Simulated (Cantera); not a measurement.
Input: 1 mol Ta₂O₅, 3.4 mol H₂, held at 1700 K and 0.0180 bar.

These are equilibrium values from Cantera (NASA tables, ideal gas, pure condensed phases), not measurements of a reactor. Candidate condensed phases: H₂O, Ta, Ta₂O₅; 12 gas species. Mutual solubility and eutectic melting of coexisting phases are not modelled. Condensed phases not in the tables: N, O or C dissolved in the metal. Kinetics and transport are ignored.

Base state: H₂ 0.999, H 0.00110, H₂O 0.000385 (mole fractions); condensed: Ta(s) + Ta₂O₅(s).

What changes in the equilibrium state with this change: Ta₂O₅ replaced by Cr₂O₃?


```json
[
 {"species": "H₂", "before": "0.999", "after": "0.994"},
 {"species": "H₂O", "before": "0.000385", "after": "0.00396"},
 {"species": "Cr", "before": "0", "after": "0.00116"},
 {"species": "H", "before": "0.00110", "after": "0.00109"},
 {"species": "Ta(s), mol", "before": "0.000523", "after": "0"},
 {"species": "Ta₂O₅(s), mol", "before": "1.000", "after": "0"},
 {"species": "Cr(s), mol", "before": "0", "after": "0.00504"},
 {"species": "Cr₂O₃(s), mol", "before": "0", "after": "0.996"}
]
```
Further candidate phases: Cr, Cr₂O₃.
